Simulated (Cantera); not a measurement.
Charge: 1 mol TiCl4, 2.1 mol H2, 2.9 mol O2, at 27.0 Torr.

Cantera equilibrium calculation (NASA polynomials, part measured and part estimated; ideal gas, pure solids and liquids). Candidate condensed phases: H2O, Ti, TiCl2, TiCl3, TiCl4, TiO, TiO2, Ti2O3, Ti3O5, Ti4O7; 23 gas species. Equilibrium is a limit: real reactors are often held back by kinetics, nucleation or transport.

### Question
At 2050 K, list the 4 most abundant gas species with their mole fractions, and the condensed phases.

### Answer
HCl 0.452, O2 0.246, Cl 0.184, H2O 0.106. Condensed: TiO2(rutile).
